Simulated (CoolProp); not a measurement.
Model: reference Helmholtz-energy equation of state, Beckmüller 2019, in CoolProp.

Give the vapour pressure (MPa), liquid cp (kJ/(kg K)), vapour Z, surface tension (mN/m) of saturated n-octane at 507.1 K.


```tsv
T (K)	p (MPa)	liquid cp (kJ/(kg K))	vapour Z	surface tension (mN/m)
507.1	0.998	3.30	0.720	3.35
```

Surface tension comes from a separate correlation (Mulero 2012).
